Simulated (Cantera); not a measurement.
An isothermal, constant-pressure homogeneous reactor starts with 9.90 % C₃H₈, 90.1 % H₂, at 1175 K and 10.00 Torr.

Cantera simulation using GRI-Mech 3.0 (53 species, 325 reactions); the numbers are that mechanism's predictions, not measurements. GRI-Mech 3.0 was tuned for natural gas; its chemistry of propane as a main component is partial and can be far from experiment. GRI-Mech 3.0 stops at C3 and has no aromatics, soot or wall deposition, so with more carbon than oxygen in the feed, carbon stays in small species such as C2H2 where larger ones or solid carbon would form. Radical loss at walls, strong at low pressure, is not modelled.

Problem. Predict: x(C₃H₈) at 6.00 s; x(H₂) at 6.00 s; x(CH₃) at 6.00 s; x(C₂H₄) at 6.00 s.

Solution. 
```json
{
 "x(C₃H₈) at 6.00 s": "1.18e-7 (gas-phase equilibrium 7.80e-9)",
 "x(H₂) at 6.00 s": "0.823 (gas-phase equilibrium 0.790)",
 "x(CH₃) at 6.00 s": "6.01e-6 (gas-phase equilibrium 3.48e-6)",
 "x(C₂H₄) at 6.00 s": "0.0697 (gas-phase equilibrium 0.00898)"
}
```
